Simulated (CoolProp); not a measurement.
Computed with CoolProp (reference Helmholtz-energy equation of state, Gao 2020).

**Question.** For ammonia, give the phase and the density (kg/m³), speed of sound (m/s) at 58.45 °C and 6.2 MPa; 58.45 °C and 10.8 MPa; 58.45 °C and 17 MPa.

**Answer.** 
- 58.45 °C and 6.2 MPa: liquid; density 554, speed of sound 1120
- 58.45 °C and 10.8 MPa: liquid; density 560, speed of sound 1160
- 58.45 °C and 17 MPa: liquid; density 568, speed of sound 1220
